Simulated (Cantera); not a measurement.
An isothermal, constant-pressure homogeneous reactor starts with 12.3 % H₂, 87.7 % O₂, at 1375 K and 0.0267 bar.

Cantera simulation using the H2/O2 subset of GRI-Mech 3.0, which has no nitrogen chemistry; the numbers are that mechanism's predictions, not measurements. Radical loss at walls, strong at low pressure, is not modelled. The temperature is held fixed by assumption; the heat of reaction is taken as removed at once.

x: mole fraction; the columns are a selection and need not sum to one.

```tsv
t (s)	x H₂	x O₂	x O	x OH	x H₂O
4.00e-5	0.123	0.877	1.46e-7	1.19e-7	1.58e-7
0.000153	0.123	0.877	1.83e-5	1.43e-5	3.40e-5
0.000585	?	0.791	?	?	0.0984
0.00224	0.00359	0.805	0.0554	0.0108	0.106
0.00856	0.00183	0.838	0.0263	0.00784	0.119
0.0327	?	0.864	?	?	0.128
0.125	2.66e-5	0.868	0.000364	0.000962	0.130
0.479	3.12e-6	0.869	4.29e-5	0.000331	0.131
1.83	5.69e-7	0.869	7.85e-6	0.000142	0.131
7.00	2.70e-7	0.869	3.73e-6	9.76e-5	0.131
```

Problem. Some entries are withheld; supply them.

Solution. 
- 0.000585, x H₂: 0.00484
- 0.000585, x O: 0.0665
- 0.000585, x OH: 0.0122
- 0.0327, x H₂: 0.000298
- 0.0327, x O: 0.00410
- 0.0327, x OH: 0.00320
